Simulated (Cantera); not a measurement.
Cantera run:

```python
import numpy as np
import cantera as ct

gas_names = [...]  # 151 gases of nasa_gas.yaml made of C, H, N, O, Si
cond_names = """
    C(gr) C6H6(L) C7H8(L) C8H18(L),n-octa H2O(s) H2O(L) Si(cr) Si(L) SiC(b) SiO2(Lqz) SiO2(hqz) SiO2(L)
    Si2N2O(s) Si3N4(a)
""".split()


# ... load() reads the species with a 1 bar reference pressure and builds the phases ...
atoms = {
    'HMDSO': {'Si': 2, 'C': 6, 'H': 18, 'O': 1},
    'N2O': {'N': 2, 'O': 1},
    'H2': {'H': 2},
}
top_T = {'C(gr)': 4500, 'SiC(b)': 3050, 'Si2N2O(s)': 2100, 'Si3N4(a)': 2400}  # K; cautious upper limits of use, not melting points


# ... equilibrate(T, P, feed) seeds the gas with the atoms and calls Mixture.equilibrate('TP', solver="vcs", rtol=1e-11, max_steps=5000) ...
results = []
feed = {'HMDSO': 1, 'N2O': 40, 'H2': 9.1}  # mol
T = 523.15  # K
P = 13332.2  # Pa
mix = equilibrate(T, P, feed)
results.append((T, P, feed, dict(zip(mix.species_names, mix.species_moles))))
print(gas.report(threshold=1e-06))
for i in range(1, mix.n_phases):
    print(f"{mix.phase(i).name:16s} {mix.phase_moles(i):12.5e} mol")
```

Output:

```
       temperature   523.15 K
          pressure   13332 Pa
           density   0.082631 kg/m^3
  mean mol. weight   26.959 kg/kmol
   phase of matter   gas

                          1 kg             1 kmol
                     ---------------   ---------------
          enthalpy       -3.4344e+06       -9.2589e+07  J
   internal energy       -3.5958e+06       -9.6938e+07  J
           entropy            8779.8        2.3669e+05  J/K
    Gibbs function       -8.0276e+06       -2.1642e+08  J
 heat capacity c_p            1213.3             32710  J/K
 heat capacity c_v            904.93             24396  J/K

                      mass frac. Y      mole frac. X     chem. pot. / RT
                     ---------------   ---------------   ---------------
               CO2             0.145          0.088823           -121.25
               H2O           0.17905           0.26795           -82.179
                N2           0.61533           0.59215           -26.049
                O2           0.06062          0.051073           -30.138
     [ +147 minor]        6.5117e-09        4.0214e-09

C(gr)             0.00000e+00 mol
H2O(L)            0.00000e+00 mol
Si(cr)            0.00000e+00 mol
SiC(b)            0.00000e+00 mol
SiO2(Lqz)         2.00000e+00 mol
Si2N2O(s)         0.00000e+00 mol
Si3N4(a)          0.00000e+00 mol
```

Cantera equilibrium calculation (NASA polynomials, part measured and part estimated; ideal gas, pure solids and liquids). The feed counts by its element totals alone.
